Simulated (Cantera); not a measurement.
What does this Cantera script print?

```python
import numpy as np
import cantera as ct

gas_names = """
    NO NF3 N
""".split()
cond_names = """
    BaF2(a) BaF2(b,c) BaF2(L) BaO(s) BaO(L)
""".split()


# ... load() reads the species with a 1 bar reference pressure and builds the phases ...
species = {s.name: s for s in load("nasa_gas.yaml", gas_names) + load("nasa_condensed.yaml", cond_names)}
# Each term lists the table entries of one substance; the one whose range holds T is used.
reactions = {
    '3 NO(g) + 3 BaF2 = 2 NF3(g) + N(g) + 3 BaO':
        [(-3, ['NO']), (-3, ['BaF2(a)', 'BaF2(b,c)', 'BaF2(L)']), (2, ['NF3']), (1, ['N']), (3, ['BaO(s)', 'BaO(L)'])],
}


def pick(names, T):
    return next(species[n] for n in names if species[n].thermo.min_temp <= T <= species[n].thermo.max_temp)


results = []
for label, terms in reactions.items():
    print(label)
    print("     T/K   dH/kJ  dS/(J/K)   dG/kJ   log10 K")
    for T in [300, 1648, 1723, 1798, 1873, 1948, 2023, 2098, 2173, 2248]:
        used = [(nu, pick(names, T)) for nu, names in terms]
        dH = sum(nu * s.thermo.h(T) for nu, s in used) / 1e6
        dS = sum(nu * s.thermo.s(T) for nu, s in used) / 1e3
        dG = dH - T * dS / 1e3
        logK = -dG * 1e6 / (ct.gas_constant * T * np.log(10))
        results.append((label, T, dH, dS, dG, logK, [s.name for _, s in used]))
        print(f"{T:8g} {dH:8.1f} {dS:8.1f} {dG:8.1f} {logK:8.2f}")
```

It prints:

```
3 NO(g) + 3 BaF2 = 2 NF3(g) + N(g) + 3 BaO
     T/K   dH/kJ  dS/(J/K)   dG/kJ   log10 K
     300   1916.6    -30.2   1925.7  -335.29
    1648   1767.7   -146.8   2009.6   -63.69
    1723   1765.3   -148.2   2020.7   -61.26
    1798   1763.1   -149.4   2031.8   -59.03
    1873   1761.1   -150.6   2043.1   -56.98
    1948   1759.1   -151.6   2054.4   -55.09
    2023   1757.3   -152.5   2065.8   -53.34
    2098   1755.7   -153.3   2077.3   -51.72
    2173   1754.1   -154.0   2088.8   -50.21
    2248   1752.7   -154.7   2100.4   -48.80
```

Cantera with NASA thermochemical tables; ideal gases at 1 bar, condensed phases pure. Condensed species are held in their standard states even where they would react or evaporate.
